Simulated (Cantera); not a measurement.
Input (Python, Cantera) and output of one run.

```python
import numpy as np
import cantera as ct

gas_names = """
    C CO CO2 C2 C2O C3 C3O2 C4 C5 Fe FeC5O5 FeO O O2 O3
""".split()
cond_names = """
    C(gr) Fe(a) Fe(c) Fe(d) Fe(L) FeC5O5(L) FeO(s) FeO(L) Fe2O3(s) Fe3O4(s)
""".split()


# ... load() reads the species with a 1 bar reference pressure and builds the phases ...
atoms = {
    'Fe2O3': {'Fe': 2, 'O': 3},
    'C': {'C': 1},
    'CO': {'C': 1, 'O': 1},
}
top_T = {'C(gr)': 4500, 'Fe2O3(s)': 1830, 'Fe3O4(s)': 1870}  # K; cautious upper limits of use, not melting points


# ... equilibrate(T, P, feed) seeds the gas with the atoms and calls Mixture.equilibrate('TP', solver="vcs", rtol=1e-11, max_steps=5000) ...
results = []
feed = {'Fe2O3': 1, 'C': 2.9, 'CO': 0.75}  # mol
P = 20000  # Pa
for T in [998, 1098, 1198, 1298, 1398, 1498, 1598, 1698, 1798, 1898, 1998, 2098]:
    mix = equilibrate(T, P, feed)
    results.append((T, P, feed, dict(zip(mix.species_names, mix.species_moles))))
    x = sorted(zip(gas.X, gas.species_names), reverse=True)
    print(f"T = {T:g} K  P = {P:g} Pa  gas = {mix.phase_moles(0):.4g} mol")
    print("   x: " + "  ".join(f"{s} {v:.3e}" for v, s in x if v > 1e-06))
    print("   condensed (mol): " + ("  ".join(f"{mix.phase(i).name} {mix.phase_moles(i):.4g}"
          for i in range(1, mix.n_phases) if mix.phase_moles(i) > 1e-12) or "none"))
```

Output:

```
T = 998 K  P = 20000 Pa  gas = 3.42 mol
   x: CO 9.035e-01  CO2 9.650e-02
   condensed (mol): C(gr) 0.23  Fe(a) 2
T = 1098 K  P = 20000 Pa  gas = 3.65 mol
   x: CO 9.726e-01  CO2 2.740e-02
   condensed (mol): Fe(a) 2
T = 1198 K  P = 20000 Pa  gas = 3.65 mol
   x: CO 9.726e-01  CO2 2.740e-02
   condensed (mol): Fe(c) 2
T = 1298 K  P = 20000 Pa  gas = 3.65 mol
   x: CO 9.726e-01  CO2 2.740e-02
   condensed (mol): Fe(c) 2
T = 1398 K  P = 20000 Pa  gas = 3.65 mol
   x: CO 9.726e-01  CO2 2.740e-02
   condensed (mol): Fe(c) 2
T = 1498 K  P = 20000 Pa  gas = 3.65 mol
   x: CO 9.726e-01  CO2 2.740e-02
   condensed (mol): Fe(c) 2
T = 1598 K  P = 20000 Pa  gas = 3.65 mol
   x: CO 9.726e-01  CO2 2.740e-02  Fe 5.282e-06
   condensed (mol): Fe(c) 2
T = 1698 K  P = 20000 Pa  gas = 3.65 mol
   x: CO 9.726e-01  CO2 2.740e-02  Fe 3.045e-05
   condensed (mol): Fe(d) 2
T = 1798 K  P = 20000 Pa  gas = 3.651 mol
   x: CO 9.725e-01  CO2 2.739e-02  Fe 1.431e-04
   condensed (mol): Fe(d) 1.999
T = 1898 K  P = 20000 Pa  gas = 3.652 mol
   x: CO 9.721e-01  CO2 2.738e-02  Fe 5.433e-04
   condensed (mol): Fe(L) 1.998
T = 1998 K  P = 20000 Pa  gas = 3.657 mol
   x: CO 9.709e-01  CO2 2.734e-02  Fe 1.783e-03  FeO 4.561e-06
   condensed (mol): Fe(L) 1.993
T = 2098 K  P = 20000 Pa  gas = 3.669 mol
   x: CO 9.676e-01  CO2 2.724e-02  Fe 5.189e-03  FeO 1.798e-05
   condensed (mol): Fe(L) 1.981
```

Method: chemical equilibrium by Gibbs-energy minimisation in Cantera with the NASA 1993 tables (ideal gas, pure condensed phases). Condensed phases not in the tables: cementite and carbon dissolved in iron.
